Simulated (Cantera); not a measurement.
A perfectly stirred reactor is fed with NO : N2 = 1 : 0.23 (molar parts), at 120000 Pa; it is held at 2175 K, and followed from long to short residence time.

Model: GRI-Mech 3.0 (53 species, 325 reactions), integrated in Cantera.

What does this change do: pressure from 120000 Pa to 13300 Pa?


```json
[
 {"quantity": "x(NO) at τ = 3.70 s", "before": "0.0479", "after": "0.0947"},
 {"quantity": "x(N2O) at τ = 3.70 s", "before": "1.62e-6", "after": "2.87e-6"},
 {"quantity": "x(NO2) at τ = 3.70 s", "before": "9.31e-5", "after": "5.92e-5"},
 {"quantity": "x(N2) at τ = 3.70 s", "before": "0.569", "after": "0.545"},
 {"quantity": "x(O) at τ = 3.70 s", "before": "0.00131", "after": "0.00380"},
 {"quantity": "x(NO) at τ = 0.130 s", "before": "0.350", "after": "0.622"},
 {"quantity": "x(N2O) at τ = 0.130 s", "before": "5.54e-5", "after": "0.000142"},
 {"quantity": "x(NO2) at τ = 0.130 s", "before": "0.000532", "after": "0.000201"},
 {"quantity": "x(N2) at τ = 0.130 s", "before": "0.418", "after": "0.282"},
 {"quantity": "x(O) at τ = 0.130 s", "before": "0.00104", "after": "0.00214"}
]
```
